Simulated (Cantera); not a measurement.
Input (Python, Cantera) and output of one run.

```python
import numpy as np
import cantera as ct

gas_names = [...]  # 123 gases of nasa_gas.yaml made of C, H, O, Si
cond_names = """
    C(gr) C6H6(L) C7H8(L) C8H18(L),n-octa H2O(s) H2O(L) Si(cr) Si(L) SiC(b) SiO2(Lqz) SiO2(hqz) SiO2(L)
""".split()


# ... load() reads the species with a 1 bar reference pressure and builds the phases ...
atoms = {
    'SiC': {'Si': 1, 'C': 1},
    'O2': {'O': 2},
    'H2': {'H': 2},
}
top_T = {'C(gr)': 4500, 'SiC(b)': 3050}  # K; cautious upper limits of use, not melting points


# ... equilibrate(T, P, feed) seeds the gas with the atoms and calls Mixture.equilibrate('TP', solver="vcs", rtol=1e-11, max_steps=5000) ...
results = []
feed = {'SiC': 1, 'O2': 0.046, 'H2': 82}  # mol
T = 1873.15  # K
for P in [0.1, 2.5, 63, 1600, 40000, 1000000]:
    mix = equilibrate(T, P, feed)
    results.append((T, P, feed, dict(zip(mix.species_names, mix.species_moles))))

top = {s: max(r[3][s] / sum(r[3][g] for g in gas_names) for r in results) for s in gas_names}
cols = sorted((s for s in top if top[s] > 0.0001), key=lambda s: -top[s])[:9]
seen = [c for c in cond_names if any(r[3].get(c, 0) > 1e-12 for r in results)]
print("log10 of partial pressures in bar; condensed amounts in mol")
print(f"{'P/Pa':>10s}" + "".join(f"{s[:9]:>10s}" for s in cols + seen))
for T, P, feed, n in results:
    ng = sum(n[g] for g in gas_names)
    print(f"{P:10.4g}" + "".join(f"{np.log10(max(n[s] / ng * P / 1e5, 1e-99)):10.3f}" for s in cols)
          + "".join(f"{n.get(c, 0):10.4g}" for c in seen))
```

Result:

```
log10 of partial pressures in bar; condensed amounts in mol
      P/Pa        H2         H        Si        CO       SiO       CH4 C2H2,acet      SiC2      Si2C     C(gr)    SiC(b)
       0.1    -6.282    -6.331    -8.045    -9.071   -12.752   -15.779    -9.787    -9.704   -11.370    0.8284         0
       2.5    -4.664    -5.522    -6.572    -7.587    -9.794   -12.543    -8.169    -8.231    -8.424    0.8056         0
        63    -3.213    -4.796    -6.162    -6.173    -7.600   -10.011    -7.459    -8.561    -7.974         0       0.9
      1600    -1.799    -4.089    -5.534    -4.972    -5.142    -7.811    -7.301    -9.189    -7.346         0    0.9442
     4e+04    -0.399    -3.389    -5.452    -3.646    -3.653    -5.093    -6.065    -9.271    -7.264         0    0.9516
     1e+06     0.999    -2.690    -5.313    -2.413    -2.142    -2.436    -4.945    -9.410    -7.125         0    0.9379
```

Equilibrium computed with Cantera from the NASA thermochemical tables; the gas is ideal and each condensed phase is pure. Gases not in the tables: Si2H6 and higher silanes.
